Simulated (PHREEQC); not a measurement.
A solution holds 0.001 mol HF, 0.028 mol NaF and 0.00015 mol HCl per kg of water, at 25 °C. Closed to the air; pH follows from the charge balance.

Model: ion-association model, phreeqc.dat, run in PHREEQC.

No solid was allowed to form.

### Question
Order these F species by the share of F that they hold, largest first: HF, HF2-, NaF, F-.

### Answer
F- (95 %), HF (3.5 %), NaF (1.1 %), HF2- (0.73 %)

The pH is 4.54 and the ionic strength 0.0277 mol/kgw.
